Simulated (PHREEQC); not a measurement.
A solution holds 0.0018 mol/kgw TMAH, at 25 °C. Closed to the air; pH follows from the charge balance.

Computed with PHREEQC (ion-association model, phreeqc.dat).

No solid was allowed to form.

Problem. What pH does the model give?

Solution. pH 11.23.

(CH3)4N+ isn't in the database: it is added as a free cation with an ion size of 4 Å.
